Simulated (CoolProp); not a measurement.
Values from CoolProp's reference Helmholtz-energy equation of state, Thol 2016.

**Question.** Give the vapour pressure (bar), liquid density (kg/m³), vapour density (kg/m³), liquid cp (kJ/(kg K)) of saturated hexamethyldisiloxane (MM) at 40.25, 71.15, 101.95 °C.

**Answer.** 
```json
[
 {"T (°C)": "40.25", "p (bar)": "0.115", "liquid density (kg/m³)": "743", "vapour density (kg/m³)": "0.729", "liquid cp (kJ/(kg K))": "1.94"},
 {"T (°C)": "71.15", "p (bar)": "0.395", "liquid density (kg/m³)": "709", "vapour density (kg/m³)": "2.32", "liquid cp (kJ/(kg K))": "2.03"},
 {"T (°C)": "101.95", "p (bar)": "1.06", "liquid density (kg/m³)": "673", "vapour density (kg/m³)": "5.88", "liquid cp (kJ/(kg K))": "2.12"}
]
```
